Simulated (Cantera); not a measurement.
Charge: 1 mol Si3N4, 0.0019 mol Si, 0.44 mol H2, held at 31.0 Pa.

Method: chemical equilibrium by Gibbs-energy minimisation in Cantera with the NASA 1993 tables (ideal gas, pure condensed phases). Candidate condensed phases: Si, Si3N4; 18 gas species. The tables' values for SiN are old estimates; treat these amounts as uncertain. Gases not in the tables: Si2H6 and higher silanes. The numbers say what is thermodynamically allowed, not how fast it happens.

x: gas mole fraction; n: condensed amount in mol.

```csv
T (K),x N2,x Si,x H2,x H,x Si2,x Si3,x Si2N,n Si(l)
1873,0.790,0.0284,0.166,0.0149,0.000212,4.86e-5,0.000238,2.93
1923,0.765,0.0547,0.158,0.0212,0.000467,0.000104,0.000376,2.85
1973,0.722,0.102,0.144,0.0291,0.000988,0.000215,0.000570,2.71
2023,0.650,0.184,0.124,0.0380,0.00201,0.000426,0.000826,2.41
2073,…,…,…,0.0457,…,…,…,…
2123,0.362,0.523,0.0554,0.0479,0.00683,0.00132,0.00123,0
2173,0.358,0.525,0.0484,0.0603,0.00459,0.000522,0.000641,0
2223,0.355,0.525,0.0410,0.0737,0.00311,0.000213,0.000341,0
2273,0.352,0.523,0.0336,0.0874,0.00213,8.94e-5,0.000186,0
2323,0.349,0.521,0.0264,0.101,0.00148,3.89e-5,0.000104,0
2373,0.347,0.518,…,…,…,…,…,0
2423,0.345,0.516,0.0147,0.122,0.000748,8.13e-6,3.46e-5,0
```

Complete the blanks.


- 2373, x H2: 0.0201
- 2373, x H: 0.112
- 2373, x Si2: 0.00104
- 2373, x Si3: 1.75e-5
- 2373, x Si2N: 5.91e-5
- 2073, x N2: 0.531
- 2073, x Si: 0.322
- 2073, x H2: 0.0937
- 2073, x Si2: 0.00395
- 2073, x Si3: 0.000817
- 2073, x Si2N: 0.00112
- 2073, n Si(l): 1.74
